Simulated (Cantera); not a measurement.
Low-pressure radical oxidation in H2/O2

A perfectly stirred reactor is fed with H2 : O2 = 0.057 : 1 (molar parts), equivalence ratio 0.029, at 0.0270 bar; it is held at 1098 K, and followed from long to short residence time.

Model: the H2/O2 subset of GRI-Mech 3.0, which has no nitrogen chemistry, integrated in Cantera. Radical loss at walls, strong at low pressure, is not modelled. The temperature is held fixed by assumption; the heat of reaction is taken as removed at once.

| τ (s) | x H2 | x O2 | x O | x H | x H2O2 | x H2O | x OH |
|---|---|---|---|---|---|---|---|
| 25 | 2.84e-5 | 0.944 | 0.000106 | 2.06e-6 | 7.15e-8 | 0.0553 | 0.000150 |
| 10 | 5.03e-5 | 0.944 | 0.000195 | 5.16e-6 | 9.32e-8 | 0.0553 | 0.000205 |
| 4.4 | 8.32e-5 | 0.944 | 0.000334 | 1.17e-5 | 1.15e-7 | 0.0552 | 0.000270 |
| 1.8 | 0.000142 | 0.944 | 0.000599 | 2.85e-5 | 1.42e-7 | 0.0551 | 0.000367 |
| 0.76 | 0.000236 | 0.943 | 0.00104 | 6.68e-5 | 1.70e-7 | 0.0549 | 0.000496 |
| 0.32 | 0.000389 | 0.942 | 0.00179 | 0.000156 | 2.00e-7 | 0.0545 | 0.000673 |
| 0.13 | 0.000651 | 0.941 | 0.00306 | 0.000370 | 2.35e-7 | 0.0540 | 0.000930 |
| 0.055 | 0.00106 | 0.939 | 0.00498 | 0.000825 | 2.72e-7 | 0.0531 | 0.00127 |
| 0.023 | 0.00175 | 0.935 | 0.00780 | 0.00177 | 3.15e-7 | 0.0516 | 0.00173 |
| 0.0096 | 0.00293 | 0.931 | 0.0114 | 0.00352 | 3.64e-7 | 0.0490 | 0.00233 |
| 0.0040 | 0.00500 | 0.926 | 0.0149 | 0.00613 | 4.28e-7 | 0.0450 | 0.00305 |
x: mole fraction; the columns are a selection and need not sum to one.
